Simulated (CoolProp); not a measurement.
The numbers come from the reference Helmholtz-energy equation of state, Thol 2018 in CoolProp.

### Question
Give the vapour pressure (MPa), liquid density (kg/m³), vapour density (kg/m³), enthalpy of vaporisation (kJ/kg) of saturated hydrogen chloride at 271.7 K.

### Answer
| T (K) | p (MPa) | liquid density (kg/m³) | vapour density (kg/m³) | enthalpy of vaporisation (kJ/kg) |
|---|---|---|---|---|
| 271.7 | 2.49 | 934 | 53.5 | 315 |
